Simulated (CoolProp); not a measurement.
The numbers come from the reference Helmholtz-energy equation of state, Thol 2016 in CoolProp.

**Question.** For hexamethyldisiloxane (MM), give the phase and the density (kg/m³), cv (kJ/(kg K)), Joule-Thomson coefficient (K/MPa), isothermal compressibility (1/MPa) at 262.2 K and 42.9 bar.

**Answer.** 
- 262.2 K and 42.9 bar: liquid; density 802, cv 1.46, Joule-Thomson coefficient -0.466, isothermal compressibility 0.00143
